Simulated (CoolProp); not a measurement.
Vapour-liquid equilibrium of benzene (1) + toluene (2) at 0.166 MPa; x and y are mole fractions of (1).

Values from CoolProp's multi-fluid Helmholtz-energy mixture model, Thol 2012 and Lemmon 2006; pair parameters Bell 2016.

```csv
x,bubble temperature (°C),y at the bubble point,dew temperature at overall composition x (°C),liquid density (mol/L)
0.05,126.7,0.100,127.8,8.337
0.15,122.5,0.275,125.5,8.517
0.25,118.6,0.420,123.1,8.699
0.35,115.0,0.543,120.5,8.883
0.45,111.6,0.646,117.7,9.070
0.55,108.5,0.734,114.7,9.260
0.65,105.6,0.809,111.5,9.454
0.75,103.0,0.874,107.9,9.651
0.85,100.5,0.929,104.0,9.854
0.95,98.1,0.978,99.5,10.06
```

No azeotrope shows between x = 0.05 and 0.95.

Pair parameters are fitted to limited data, so mixtures are less certain than the pure fluids.
